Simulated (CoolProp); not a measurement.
Vapour-liquid equilibrium of trans-2-butene (1) + acetone (2) at 177 kPa; x and y are mole fractions of (1).

Model: multi-fluid Helmholtz-energy mixture model, Lemmon 2005 and Lemmon 2006; pair parameters Bell 2016, in CoolProp.

| x | bubble temperature (°C) | y at the bubble point | dew temperature at overall composition x (°C) | liquid density (mol/L) |
|---|---|---|---|---|
| 0.05 | 59.6 | 0.370 | 71.8 | 12.64 |
| 0.2 | 36.1 | 0.759 | ___ | 12.59 |
| 0.35 | 27.0 | 0.850 | 60.5 | 12.27 |
| 0.5 | 23.2 | 0.885 | 53.4 | 11.89 |
| 0.65 | 21.0 | 0.905 | 44.5 | ___ |
| 0.8 | 19.2 | 0.930 | 32.3 | ___ |
| 0.95 | ___ | 0.975 | 18.1 | 10.92 |

Problem. Complete the blanks.

Solution. 
- 0.2, dew temperature at overall composition x (°C): 66.5
- 0.65, liquid density (mol/L): 11.52
- 0.8, liquid density (mol/L): 11.19
- 0.95, bubble temperature (°C): 17.1

No azeotrope shows between x = 0.05 and 0.95.

The pair parameters rest on a limited set of measurements; away from them the model extrapolates. With so large a gap from Raoult's law the liquid may split in two, which this calculation doesn't test in full.
